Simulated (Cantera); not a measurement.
Charge: 1 mol PbO, 2.7 mol CH₄, 3.4 mol H₂, at 1127 °C and 0.190 bar.

Method: chemical equilibrium by Gibbs-energy minimisation in Cantera with the NASA 1993 tables (ideal gas, pure condensed phases). Candidate condensed phases: C, C₆H₆, C₇H₈, C₈H₁₈, H₂O, Pb, PbO, PbO₂, Pb₃O₄; 113 gas species. Kinetics and transport are ignored.

Base state: H₂ 0.856, CO 0.0974, Pb 0.0459, CH₄ 0.000602, H₂O 5.90e-5, H 1.03e-5 (mole fractions); condensed: C(graphite) + Pb(l).

Question: What changes in the equilibrium state with this change: temperature from 1127 °C to 1602 °C?

Answer: 
```
species             before     after
----------------  --------  --------
H₂                   0.856     0.813
CO                  0.0974    0.0925
Pb                  0.0459    0.0925
H                  1.03e-5   0.00136
C₂H₂ (acetylene)   2.16e-6  0.000258
H₂O                5.90e-5   2.85e-6
CH₄               0.000602   7.61e-5
Pb₂                9.69e-6   1.02e-5
C(graphite), mol      1.69      1.69
Pb(l), mol           0.529         0
```
